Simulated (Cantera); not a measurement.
An isothermal, constant-pressure homogeneous reactor starts with 7.04 % H₂, 93.0 % O₂, equivalence ratio 0.038, at 1150 K and 0.0263 atm.

Model: the H2/O2 subset of GRI-Mech 3.0, which has no nitrogen chemistry, integrated in Cantera. Radical loss at walls, strong at low pressure, is not modelled. The temperature is held fixed by assumption; the heat of reaction is taken as removed at once.

One state of this run: x H₂ = 4.66e-7; x O₂ = 0.927; x O = 1.08e-5; x H₂O₂ = 1.63e-8; x HO₂ = 7.93e-8; x H₂O = 0.0729; x H = 6.64e-8. x: mole fraction; the columns are a selection and need not sum to one.

**Question.** Which value of t (s) does it belong to?
A) 2.17
B) 0.0114
C) 0.585
D) 30.0

**Answer.** C, 0.585
